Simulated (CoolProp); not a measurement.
Computed with CoolProp (reference Helmholtz-energy equation of state, Thol 2017).

Q: Give the vapour pressure (kPa), vapour density (kg/m³), liquid cp (kJ/(kg K)), surface tension (mN/m) of saturated octamethyltrisiloxane (MDM) at 338.5, 380.5, 464.5 K.

A: 
```
T (K)  p (kPa)  vapour density (kg/m³)  liquid cp (kJ/(kg K))  surface tension (mN/m)
-----  -------  ----------------------  ---------------------  ----------------------
338.5     4.72                   0.400                   1.88                    13.0
380.5     25.9                    1.99                   1.99                    9.64
464.5      253                    18.1                   2.23                    3.93
```

Surface tension comes from a separate correlation (Mulero 2014), older than this fluid's equation and unchecked against measurements.
